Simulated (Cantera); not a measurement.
## Silicon epitaxy and polysilicon growth: SiH2Cl2 + HCl + N2

Input: 1 mol SiH2Cl2, 0.15 mol HCl, a varied amount of N2, held at 1373 K and 0.133 bar.

Cantera equilibrium calculation (NASA polynomials, part measured and part estimated; ideal gas, pure solids and liquids). Candidate condensed phases: NH4Cl, Si, Si3N4; 28 gas species. N2 is the only nitrogen source here; it is nearly inert below about 1500 K, so the nitride shown seldom forms there in practice. The tables' values for SiCl3 are old estimates; treat these amounts as uncertain. Rates play no part.

From 20 mol N2 to 180 mol N2 the condensed part is Si3N4(s). The main Si-bearing gas is SiCl4 throughout. The share of Si in condensed phases is highest at 180 mol N2 (87.5 %) and lowest at 20 mol N2 (82.4 %).

```tsv
n(N2) (mol)	log p N2	log p HCl	log p H2	log p SiCl4	n Si3N4(s)
20	-0.92	-2.03	-2.70	-3.08	0.275
46	-0.89	-2.35	-3.12	-3.53	0.282
72	-0.89	-2.52	-3.35	-3.78	0.286
98	-0.88	-2.65	-3.51	-3.95	0.288
120	-0.88	-2.73	-3.62	-4.07	0.289
150	-0.88	-2.82	-3.73	-4.20	0.291
180	-0.88	-2.89	-3.83	-4.31	0.292
```
log p: log10 of the partial pressure in bar; n: condensed amount in mol.
